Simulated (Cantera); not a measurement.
An adiabatic, constant-volume homogeneous reactor starts with 5.37 % CH4, 0.806 % H2, 18.6 % O2, 68.8 % N2, 6.45 % H2O, at 1650 K and 2.66 atm.

Model: GRI-Mech 3.0 (53 species, 325 reactions), integrated in Cantera.

Task: Predict: time of steepest temperature rise; temperature at 0.500 s; equilibrium temperature; x(H2) at 0.500 s; x(O2) at 0.500 s; x(HCO) at 0.500 s; x(OH) at 0.500 s; x(O) at 0.500 s.

Result: 
| Quantity | Result |
|---|---|
| time of steepest temperature rise | 82.1 µs |
| temperature at 0.500 s | 2737 K |
| equilibrium temperature | 2737 K |
| x(H2) at 0.500 s | 0.00510 (gas-phase equilibrium 0.00510) |
| x(O2) at 0.500 s | 0.0654 (gas-phase equilibrium 0.0654) |
| x(HCO) at 0.500 s | 9.62e-9 (gas-phase equilibrium 9.62e-9) |
| x(OH) at 0.500 s | 0.0186 (gas-phase equilibrium 0.0186) |
| x(O) at 0.500 s | 0.00509 (gas-phase equilibrium 0.00509) |
